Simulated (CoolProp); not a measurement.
Vapour-liquid equilibrium of propylene (1) + R115 (2) at 1.84 MPa; x and y are mole fractions of (1).

The numbers come from the multi-fluid Helmholtz-energy mixture model, Lemmon 2013 and Lemmon 2016; pair parameters Bell 2016 in CoolProp.

Give the bubble temperature and the first vapour's composition at x = 0.15, 0.25, 0.85. Is there an azeotrope?

x = 0.15: 322.5 K, y = 0.205; x = 0.25: 319.6 K, y = 0.320; x = 0.85: 315.0 K, y = 0.824. y crosses x between x = 0.65 and 0.75: the model has an azeotrope there.

The pair parameters rest on a limited set of measurements; away from them the model extrapolates.
